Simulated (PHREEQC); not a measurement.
PHREEQC input (ion-association model, phreeqc.dat):

```
SOLUTION 1
  temp 25
  units mol/kgw
  pH 7 charge
END
SELECTED_OUTPUT 1
  -reset false
  -pH true
  -pe true
  -ionic_strength true
  -water true
  -totals Ntg
  -molalities H+ OH-
USER_PUNCH 1
  -headings p_Ntg(g) phi_Ntg(g) p_H2O(g) phi_H2O(g) density
  10 PUNCH PR_P("Ntg(g)"), PR_PHI("Ntg(g)"), PR_P("H2O(g)"), PR_PHI("H2O(g)"), RHO
PRINT
  -reset false
USE solution 1
REACTION_TEMPERATURE 1
  10
GAS_PHASE 1
  -fixed_pressure
  -pressure 2
  -temperature 10
  -volume 20
  Ntg(g) 2
  H2O(g) 0
END
# ... the last block is repeated for the other 10 points of P (atm)
```

Selected output (columns that matter, 11 of 11 rows; P (atm) added in front):

```
P (atm)	pH	mu	Ntg	m_H+	m_OH-	p_Ntg(g)	phi_Ntg(g)	p_H2O(g)	phi_H2O(g)	density
2	7.2655	5.4277e-08	0.0016888	5.4277e-08	5.4277e-08	1.9876	0.99875	0.012379	0.99334	0.99975
5	7.2649	5.4357e-08	0.0042138	5.4357e-08	5.4357e-08	4.9875	0.99691	0.012525	0.98398	0.99989
10	7.2638	5.4489e-08	0.0083598	5.4489e-08	5.4489e-08	9.9872	0.99392	0.012771	0.96868	1.0001
20	7.2617	5.4753e-08	0.016427	5.4753e-08	5.4753e-08	19.987	0.98829	0.013274	0.93914	1.0006
30	7.2596	5.5017e-08	0.024208	5.5017e-08	5.5017e-08	29.986	0.98309	0.013788	0.91102	1.0011
40	7.2576	5.5279e-08	0.031722	5.5279e-08	5.5279e-08	39.986	0.97831	0.014313	0.88426	1.0015
50	7.2555	5.554e-08	0.038984	5.554e-08	5.554e-08	49.985	0.97396	0.014849	0.85884	1.002
75	7.2505	5.6189e-08	0.056135	5.6189e-08	5.6189e-08	74.984	0.96483	0.016229	0.80088	1.0032
100	7.2455	5.6832e-08	0.07202	5.6832e-08	5.6832e-08	99.982	0.95807	0.017655	0.75032	1.0043
150	7.2359	5.81e-08	0.10069	5.81e-08	5.81e-08	149.98	0.95101	0.020583	0.66837	1.0067
200	7.2268	5.9342e-08	0.12611	5.9342e-08	5.9342e-08	199.98	0.95145	0.023536	0.607	1.009
```

Species that the database lacks are ignored. Away from 25 °C the constants follow the database's enthalpies or fits; those with neither stay at their 25 °C values.
